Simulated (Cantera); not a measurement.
What does this Cantera script print?

```python
import numpy as np
import cantera as ct

gas_names = """
    NO2 H2O NH3
""".split()
cond_names = """
    V(cr) V(L) VN(s) V2O3(s) V2O3(L) V2O4(I) V2O4(II) V2O4(L)
""".split()


# ... load() reads the species with a 1 bar reference pressure and builds the phases ...
species = {s.name: s for s in load("nasa_gas.yaml", gas_names) + load("nasa_condensed.yaml", cond_names)}
# Each term lists the table entries of one substance; the one whose range holds T is used.
reactions = {
    '7 V + 3 NO2(g) = 3 VN + 2 V2O3':
        [(-7, ['V(cr)', 'V(L)']), (-3, ['NO2']), (3, ['VN(s)']), (2, ['V2O3(s)', 'V2O3(L)'])],
    '3 H2O(g) + 7 V2O3 + 2 NO2(g) = 2 NH3(g) + 7 V2O4':
        [(-3, ['H2O']), (-7, ['V2O3(s)', 'V2O3(L)']), (-2, ['NO2']), (2, ['NH3']), (7, ['V2O4(I)', 'V2O4(II)', 'V2O4(L)'])],
}


def pick(names, T):
    return next(species[n] for n in names if species[n].thermo.min_temp <= T <= species[n].thermo.max_temp)


results = []
for label, terms in reactions.items():
    print(label)
    print("     T/K   dH/kJ  dS/(J/K)   dG/kJ   log10 K")
    for T in [525, 675, 825, 975, 1125, 1275, 1425]:
        used = [(nu, pick(names, T)) for nu, names in terms]
        dH = sum(nu * s.thermo.h(T) for nu, s in used) / 1e6
        dS = sum(nu * s.thermo.s(T) for nu, s in used) / 1e3
        dG = dH - T * dS / 1e3
        logK = -dG * 1e6 / (ct.gas_constant * T * np.log(10))
        results.append((label, T, dH, dS, dG, logK, [s.name for _, s in used]))
        print(f"{T:8g} {dH:8.1f} {dS:8.1f} {dG:8.1f} {logK:8.2f}")
```

It prints:

```
7 V + 3 NO2(g) = 3 VN + 2 V2O3
     T/K   dH/kJ  dS/(J/K)   dG/kJ   log10 K
     525  -3178.6   -583.3  -2872.4   285.78
     675  -3168.2   -565.9  -2786.3   215.61
     825  -3158.1   -552.3  -2702.5   171.10
     975  -3148.2   -541.3  -2620.5   140.39
    1125  -3138.0   -531.5  -2540.0   117.93
    1275  -3127.6   -522.8  -2461.0   100.82
    1425  -3117.0   -515.0  -2383.1    87.35
3 H2O(g) + 7 V2O3 + 2 NO2(g) = 2 NH3(g) + 7 V2O4
     T/K   dH/kJ  dS/(J/K)   dG/kJ   log10 K
     525   -827.9   -433.3   -600.4    59.74
     675   -822.5   -424.3   -536.1    41.49
     825   -816.0   -415.6   -473.1    29.95
     975   -809.4   -408.3   -411.3    22.04
    1125   -803.4   -402.5   -350.6    16.28
    1275   -798.8   -398.7   -290.5    11.90
    1425   -795.9   -396.5   -230.9     8.46
```

Source: NASA polynomial tables (part measured, part estimated), evaluated in Cantera. VN: taken at fixed stoichiometry. Condensed species are held in their standard states even where they would react or evaporate.
